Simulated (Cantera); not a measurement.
An adiabatic, constant-pressure homogeneous reactor starts with CH4 : O2 : N2 : H2O = 1 : 1.43 : 5.37 : 1.9 (molar parts), equivalence ratio 1.4, at 950 K and 100000 Pa. Integrator tolerance rtol = 1e-08.

Cantera simulation using GRI-Mech 3.0 (53 species, 325 reactions); the numbers are that mechanism's predictions, not measurements. Below about 1000 K GRI-Mech 3.0 lacks low-temperature oxidation paths.

**Question.** What does this change do: initial temperature 950 to 1725 K?

**Answer.** 
```
quantity                                                              before                                    after
---------------------------------  -----------------------------------------  ---------------------------------------
temperature at 2.00 s                                                  951 K                                   2647 K
equilibrium temperature                                               2162 K                                   2647 K
x(CH4) at 2.00 s                        0.103 (gas-phase equilibrium <1e-12)    <1e-12 (gas-phase equilibrium <1e-12)
x(O2) at 2.00 s                        0.147 (gas-phase equilibrium 2.11e-5)  0.00296 (gas-phase equilibrium 0.00296)
x(H2O) at 2.00 s                         0.196 (gas-phase equilibrium 0.316)      0.296 (gas-phase equilibrium 0.296)
x(OH) at 2.00 s                    2.74e-10 (gas-phase equilibrium 0.000760)    0.0133 (gas-phase equilibrium 0.0133)
x(HCO) at 2.00 s                    2.65e-12 (gas-phase equilibrium 1.40e-8)  7.65e-8 (gas-phase equilibrium 7.65e-8)
x(C2H4) at 2.00 s                     9.13e-7 (gas-phase equilibrium <1e-12)    <1e-12 (gas-phase equilibrium <1e-12)
time of steepest temperature rise                                not reached                                 0.237 ms
```

**Question.** What does this change do: initial temperature 950 to 1475 K?

**Answer.** 
```tsv
quantity	before	after
temperature at 2.00 s	951 K	2523 K
equilibrium temperature	2162 K	2523 K
x(CH4) at 2.00 s	0.103 (gas-phase equilibrium <1e-12)	<1e-12 (gas-phase equilibrium <1e-12)
x(O2) at 2.00 s	0.147 (gas-phase equilibrium 2.11e-5)	0.00114 (gas-phase equilibrium 0.00114)
x(H2O) at 2.00 s	0.196 (gas-phase equilibrium 0.316)	0.308 (gas-phase equilibrium 0.308)
x(OH) at 2.00 s	2.74e-10 (gas-phase equilibrium 0.000760)	0.00741 (gas-phase equilibrium 0.00741)
x(HCO) at 2.00 s	2.65e-12 (gas-phase equilibrium 1.40e-8)	5.07e-8 (gas-phase equilibrium 5.07e-8)
x(C2H4) at 2.00 s	9.13e-7 (gas-phase equilibrium <1e-12)	<1e-12 (gas-phase equilibrium <1e-12)
time of steepest temperature rise	not reached	2.85 ms
```
